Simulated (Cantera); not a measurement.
Charge: 1 mol MgO, 0.3 mol O₂, 0.37 mol CO₂, 0.18 mol H₂S, at 1298.15 K.

These are equilibrium values from Cantera (NASA tables, ideal gas, pure condensed phases), not measurements of a reactor. Candidate condensed phases: C, C₆H₆, C₇H₈, C₈H₁₈, H₂O, H₂SO₄, Mg, MgCO₃, MgO, Mg(OH)₂, MgS, MgSO₄, S; 130 gas species. Mutual solubility and eutectic melting of coexisting phases are not modelled. The numbers say what is thermodynamically allowed, not how fast it happens.

**Question.** Which condensed phases are stable at each of these points (P (Pa)): 1000, 3000, 8800, 26000, 77000, 230000, 680000, 2000000?

**Answer.** 
| P (Pa) | condensed phases | Mg condensed (%) |
|---|---|---|
| 1000 | MgO(s) | 100.0 |
| 3000 | MgO(s) | 100.0 |
| 8800 | MgO(s) | 100.0 |
| 26000 | MgO(s) | 100.0 |
| 77000 | MgO(s) | 100.0 |
| 230000 | MgO(s) + MgSO₄(s) | 100.0 |
| 680000 | MgO(s) + MgSO₄(s) | 100.0 |
| 2000000 | MgO(s) + MgSO₄(s) | 100.0 |

From 7.50 Torr to 578 Torr the condensed part is MgO(s). From 1730 Torr to 15000 Torr the condensed part is MgO(s) + MgSO₄(s).
